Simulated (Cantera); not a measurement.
Equilibrium for abatement and gas-phase synthesis: SO₂ + O₂

Feed: 1 mol SO₂, 5.5 mol O₂, held at 3048.15 K.

These are equilibrium values from Cantera (NASA tables, ideal gas, pure condensed phases), not measurements of a reactor. Candidate condensed phases: S; 10 gas species. The ideal-gas law is rough above about 30 bar. Rates play no part.

From 0.000100 bar to 300 bar nothing is condensed.

```csv
P (Pa),x O,x O₂,x SO₂,x S,x SO,x SO₃,x S₂
10,0.923,0.00480,2.81e-5,0.0689,0.00307,1.64e-11,5.62e-6
200,0.840,0.0796,0.00557,0.0412,0.0334,5.92e-8,4.03e-5
3900,0.446,0.438,0.0702,0.00484,0.0406,7.73e-6,1.08e-5
77000,0.129,0.728,0.129,0.000272,0.0131,8.16e-5,6.74e-7
1500000,0.0311,0.818,0.148,1.42e-5,0.00319,0.000436,3.57e-8
30000000,0.00705,0.840,0.151,7.04e-7,0.000718,0.00201,1.76e-9
```
x: gas mole fraction; nothing condenses.
